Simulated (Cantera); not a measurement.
Equilibrium for abatement and gas-phase synthesis: H2S + SO2 + H2

Feed: 1 mol H2S, 0.04 mol SO2, 0.27 mol H2, equilibrated at 1652 °C.

These are equilibrium values from Cantera (NASA tables, ideal gas, pure condensed phases), not measurements of a reactor. Candidate condensed phases: H2O, H2SO4, S; 19 gas species. The ideal-gas law is rough above about 30 bar. Equilibrium is a limit: real reactors are often held back by kinetics, nucleation or transport.

| P (Pa) | x H2S | x H2 | x S2 | x S | x H | x H2O | x SH | x SO |
|---|---|---|---|---|---|---|---|---|
| 10 | 0.00189 | 0.579 | 0.201 | 0.0856 | 0.0727 | 0.0198 | 0.0205 | 0.0180 |
| 65 | 0.00568 | 0.622 | 0.241 | 0.0368 | 0.0296 | 0.0297 | 0.0233 | 0.0108 |
| 420 | 0.0152 | 0.633 | 0.258 | 0.0150 | 0.0117 | 0.0373 | 0.0243 | 0.00543 |
| 2700 | 0.0381 | 0.624 | 0.259 | 0.00591 | 0.00460 | 0.0419 | 0.0241 | 0.00245 |
| 17000 | 0.0884 | 0.593 | 0.245 | 0.00229 | 0.00179 | 0.0450 | 0.0229 | 0.00107 |
| 110000 | 0.187 | 0.530 | 0.213 | 0.000840 | 0.000663 | 0.0480 | 0.0202 | 0.000469 |
| 720000 | 0.339 | 0.431 | 0.162 | 0.000286 | 0.000234 | 0.0518 | 0.0159 | 0.000212 |
| 4700000 | 0.512 | 0.318 | 0.103 | 8.95e-5 | 7.86e-5 | 0.0558 | 0.0109 | 9.68e-5 |
| 30000000 | 0.657 | 0.223 | 0.0541 | 2.56e-5 | 2.61e-5 | 0.0592 | 0.00661 | 4.19e-5 |
x: gas mole fraction; nothing condenses.

From 10.0 Pa to 3.00e7 Pa nothing is condensed.
